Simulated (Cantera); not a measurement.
Input: 1 mol C, 0.14 mol H2O, 0.76 mol H2, held at 2025 K.

Cantera equilibrium calculation (NASA polynomials, part measured and part estimated; ideal gas, pure solids and liquids). Candidate condensed phases: C, C6H6, C7H8, C8H18, H2O; 110 gas species. Kinetics and transport are ignored.

### Question
At 0.220 bar, list the 4 most abundant gas species with their mole fractions, and the condensed phases.

### Answer
H2 0.861, CO 0.134, H 0.00381, C2H2 (acetylene) 0.000779. Condensed: C(graphite).
